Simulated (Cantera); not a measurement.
Charge: 1 mol TEOS, a varied amount of O3, 4 mol N2, equilibrated at 1800 K and 0.0200 bar.

These are equilibrium values from Cantera (NASA tables, ideal gas, pure condensed phases), not measurements of a reactor. Candidate condensed phases: C, C6H6, C7H8, C8H18, H2O, Si, SiC, SiO2, Si2N2O, Si3N4; 151 gas species. The feed counts by its element totals alone. The numbers say what is thermodynamically allowed, not how fast it happens.

Question: What share of the Si ends up in condensed phases as a function of n(O3) (mol), at 0.088, 0.12, 0.17, 0.23, 0.31, 0.43, 0.59, 0.82, 1.1, 1.5?

Answer: 
```json
[
 {"n(O3) (mol)": "0.088", "Si condensed (%)": "97.6", "as": "SiC(s)"},
 {"n(O3) (mol)": "0.12", "Si condensed (%)": "97.6", "as": "SiC(s)"},
 {"n(O3) (mol)": "0.17", "Si condensed (%)": "97.5", "as": "SiC(s)"},
 {"n(O3) (mol)": "0.23", "Si condensed (%)": "97.4", "as": "SiC(s)"},
 {"n(O3) (mol)": "0.31", "Si condensed (%)": "97.3", "as": "SiC(s)"},
 {"n(O3) (mol)": "0.43", "Si condensed (%)": "97.1", "as": "SiC(s)"},
 {"n(O3) (mol)": "0.59", "Si condensed (%)": "96.8", "as": "SiC(s)"},
 {"n(O3) (mol)": "0.82", "Si condensed (%)": "96.4", "as": "SiC(s)"},
 {"n(O3) (mol)": "1.1", "Si condensed (%)": "83.9", "as": "SiC(s)"},
 {"n(O3) (mol)": "1.5", "Si condensed (%)": "24.5", "as": "SiC(s)"}
]
```
